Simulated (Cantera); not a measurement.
What does this Cantera script print?

```python
import numpy as np
import cantera as ct

gas_names = """
    Fe FeO Fe(OH)2 H HNO HNO2 HNO3 HO2 H2 H2O H2O2 H2S H2SO4 N NH NH2 NH3 NH2OH NO NO2 NO3 N2 N2H2 N2H4
    N2O O OH O2 O3 S SH SN SO SO2 SO3 S2 S2O S8
""".split()
cond_names = """
    Fe(a) Fe(c) Fe(d) Fe(L) FeO(s) FeO(L) Fe(OH)2(s) Fe(OH)3(s) FeS(a) FeS(b) FeS(c) FeS(L) FeSO4(s)
    FeS2(s) Fe2O3(s) Fe2S3O12(s) Fe3O4(s) H2O(s) H2O(L) H2SO4(L) S(cr1) S(cr2) S(L)
""".split()


def load(file, names, dense=False):
    # The tables refer to 1 bar. Condensed volumes are neglected.
    table = {s.name: s for s in ct.Species.list_from_file(file)}
    out = []
    for n in names:
        d = dict(table[n].input_data)
        d["thermo"] = dict(d["thermo"], **{"reference-pressure": 1e5})
        if dense:
            d["equation-of-state"] = {"model": "constant-volume", "density": "1e6 g/cm^3"}
        out.append(ct.Species.from_dict(d))
    return out


gas = ct.Solution(thermo="ideal-gas", species=load("nasa_gas.yaml", gas_names))
cond = {s.name: ct.Solution(thermo="fixed-stoichiometry", species=[s], name=s.name)
        for s in load("nasa_condensed.yaml", cond_names, dense=True)}
atoms = {
    'Fe': {'Fe': 1},
    'NH3': {'N': 1, 'H': 3},
    'N2': {'N': 2},
    'SO2': {'S': 1, 'O': 2},
}
top_T = {'FeSO4(s)': 950, 'FeS2(s)': 1010, 'Fe2O3(s)': 1830, 'Fe2S3O12(s)': 1100, 'Fe3O4(s)': 1870}  # K; cautious upper limits of use, not melting points


def equilibrate(T, P, feed):
    n = {}
    for name, mol in feed.items():
        for a, k in atoms[name].items():
            n[a] = n.get(a, 0.0) + k * mol
    gas.TPX = T, P, n
    mass = sum(n.values()) * gas.mean_molecular_weight
    gas.equilibrate("TP")
    valid = [c for c in cond.values() if c.min_temp <= T <= top_T.get(c.name, c.max_temp)]
    mix = ct.Mixture([(gas, mass / gas.mean_molecular_weight)] + [(c, 0.0) for c in valid])
    mix.T, mix.P = T, P
    mix.equilibrate("TP", solver="vcs", rtol=1e-11, max_steps=5000)
    return mix


results = []
feed = {'Fe': 1, 'NH3': 16, 'N2': 48, 'SO2': 0.19}  # mol
P = 10000  # Pa
for T in [1250, 1300, 1350, 1400, 1450, 1500, 1550, 1600, 1650, 1700, 1750, 1800, 1850]:
    mix = equilibrate(T, P, feed)
    results.append((T, P, feed, dict(zip(mix.species_names, mix.species_moles))))

top = {s: max(r[3][s] / sum(r[3][g] for g in gas_names) for r in results) for s in gas_names}
cols = sorted((s for s in top if top[s] > 0.001), key=lambda s: -top[s])[:8]
seen = [c for c in cond_names if any(r[3].get(c, 0) > 1e-12 for r in results)]
print("log10 of partial pressures in bar; condensed amounts in mol")
print(f"{'T/K':>10s}" + "".join(f"{s[:9]:>10s}" for s in cols + seen))
for T, P, feed, n in results:
    ng = sum(n[g] for g in gas_names)
    print(f"{T:10.4g}" + "".join(f"{np.log10(max(n[s] / ng * P / 1e5, 1e-99)):10.3f}" for s in cols)
          + "".join(f"{n.get(c, 0):10.4g}" for c in seen))
```

It prints:

```
log10 of partial pressures in bar; condensed amounts in mol
       T/K        N2        H2       H2O       H2S     Fe(c)     Fe(d)     Fe(L)    FeS(c)
      1250    -1.155    -1.532    -3.323    -3.788    0.9406         0         0   0.05936
      1300    -1.155    -1.533    -3.323    -3.682    0.9778         0         0   0.02223
      1350    -1.155    -1.533    -3.323    -3.630         1         0         0         0
      1400    -1.155    -1.533    -3.323    -3.635         1         0         0         0
      1450    -1.155    -1.533    -3.323    -3.642         1         0         0         0
      1500    -1.155    -1.533    -3.323    -3.652    0.9999         0         0         0
      1550    -1.155    -1.533    -3.323    -3.666    0.9997         0         0         0
      1600    -1.155    -1.533    -3.323    -3.686    0.9991         0         0         0
      1650    -1.155    -1.533    -3.324    -3.711    0.9978         0         0         0
      1700    -1.155    -1.533    -3.324    -3.741         0     0.995         0         0
      1750    -1.155    -1.533    -3.324    -3.777         0    0.9888         0         0
      1800    -1.155    -1.533    -3.324    -3.819         0    0.9764         0         0
      1850    -1.156    -1.534    -3.325    -3.866         0         0    0.9531         0
```

Cantera equilibrium calculation (NASA polynomials, part measured and part estimated; ideal gas, pure solids and liquids). Metal and sulfide melt together well below either melting point, which pure phases cannot show. Mutual solubility and eutectic melting of coexisting phases are not modelled. FeS: taken at fixed stoichiometry. Gases not in the tables: S3 to S7.
